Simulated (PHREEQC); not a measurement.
A solution holds 73 mmol/kgw HF and 4.2 mmol/kgw NaF, at 20 °C. Closed to the air; pH follows from the charge balance.

The numbers come from PHREEQC with the ion-association model, phreeqc.dat.

```json
[
 {"quantity": "pH", "before": "2.22", "after": "2.31"},
 {"quantity": "ionic strength (mol/kgw)", "before": "0.0108", "after": "0.0137"},
 {"quantity": "HF (mol/kgw)", "before": "0.0643", "after": "0.0650"},
 {"quantity": "HF2- (mol/kgw)", "before": "0.00206", "after": "0.00265"},
 {"quantity": "NaF (mol/kgw)", "before": "1.69e-5", "after": "4.19e-5"}
]
```

### Question
What was changed between the two runs?
A. HF from 0.073 to 0.0803 mol/kgw
B. NaF replaced by NaHCO3 at the same molality
C. 0.0026 mol/kgw NaNO3 added
D. NaF from 0.0042 to 0.00042 mol/kgw
E. NaF from 0.0042 to 0.0084 mol/kgw

### Answer
E, NaF from 0.0042 to 0.0084 mol/kgw

This is a speciation only: nothing precipitates in the calculation.
